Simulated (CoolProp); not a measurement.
Aqueous lithium chloride as a coolant, 23 % by mass, freezing at -58.3 °C, 1 atm.

Computed with CoolProp (Melinder's fits for secondary coolants).

```json
[
 {"T (°C)": "-9.6", "Prandtl number": "33.6", "conductivity (W/(m K))": "0.506", "density (kg/m³)": "1142", "cp (kJ/(kg K))": "2.977"},
 {"T (°C)": "-6.4", "Prandtl number": "29.9", "conductivity (W/(m K))": "0.511", "density (kg/m³)": "1141", "cp (kJ/(kg K))": "2.998"},
 {"T (°C)": "-3.2", "Prandtl number": "26.8", "conductivity (W/(m K))": "0.515", "density (kg/m³)": "1140", "cp (kJ/(kg K))": "3.019"},
 {"T (°C)": "-0", "Prandtl number": "24.1", "conductivity (W/(m K))": "0.519", "density (kg/m³)": "1140", "cp (kJ/(kg K))": "3.040"},
 {"T (°C)": "3.2", "Prandtl number": "21.8", "conductivity (W/(m K))": "0.523", "density (kg/m³)": "1139", "cp (kJ/(kg K))": "3.062"},
 {"T (°C)": "6.4", "Prandtl number": "19.9", "conductivity (W/(m K))": "0.528", "density (kg/m³)": "1138", "cp (kJ/(kg K))": "3.083"},
 {"T (°C)": "9.5", "Prandtl number": "18.2", "conductivity (W/(m K))": "0.532", "density (kg/m³)": "1137", "cp (kJ/(kg K))": "3.104"},
 {"T (°C)": "12.7", "Prandtl number": "16.7", "conductivity (W/(m K))": "0.536", "density (kg/m³)": "1136", "cp (kJ/(kg K))": "3.125"},
 {"T (°C)": "15.9", "Prandtl number": "15.5", "conductivity (W/(m K))": "0.540", "density (kg/m³)": "1136", "cp (kJ/(kg K))": "3.146"},
 {"T (°C)": "19.1", "Prandtl number": "14.3", "conductivity (W/(m K))": "0.544", "density (kg/m³)": "1135", "cp (kJ/(kg K))": "3.167"},
 {"T (°C)": "22.3", "Prandtl number": "13.4", "conductivity (W/(m K))": "0.549", "density (kg/m³)": "1134", "cp (kJ/(kg K))": "3.188"},
 {"T (°C)": "25.5", "Prandtl number": "12.5", "conductivity (W/(m K))": "0.553", "density (kg/m³)": "1132", "cp (kJ/(kg K))": "3.209"},
 {"T (°C)": "28.7", "Prandtl number": "11.7", "conductivity (W/(m K))": "0.557", "density (kg/m³)": "1131", "cp (kJ/(kg K))": "3.230"},
 {"T (°C)": "31.9", "Prandtl number": "11.0", "conductivity (W/(m K))": "0.561", "density (kg/m³)": "1130", "cp (kJ/(kg K))": "3.251"}
]
```
